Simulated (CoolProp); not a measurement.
Benzene along the isotherm 620 K: fugacity coefficient from the reference equation and from simpler models built on Tc = 562.0 K, pc = 4.906 MPa, ω = 0.211; each cubic takes its own stable root.

Values from CoolProp's reference Helmholtz-energy equation of state, Thol 2012.

```
p (MPa)          phase  reference
-------  -------------  ---------
0.155              gas     0.9923
0.319              gas     0.9841
0.654              gas     0.9675
1.34               gas     0.9341
2.76               gas     0.8663
5.67     supercritical     0.7323
11.6     supercritical     0.5058
23.9     supercritical     0.3554
49.1     supercritical     0.3258
```

Problem. How far does each simpler model (Soave-Redlich-Kwong, Peng-Robinson) lie from the reference over these 9 states: mean and median of the absolute difference, and the worst?

Solution. 
- Soave-Redlich-Kwong: mean 3.0 %, median 0.1 %, worst +13.7 % at 620 K and 49.1 MPa
- Peng-Robinson: mean 1.4 %, median 1.0 %, worst -3.2 % at 620 K and 49.1 MPa
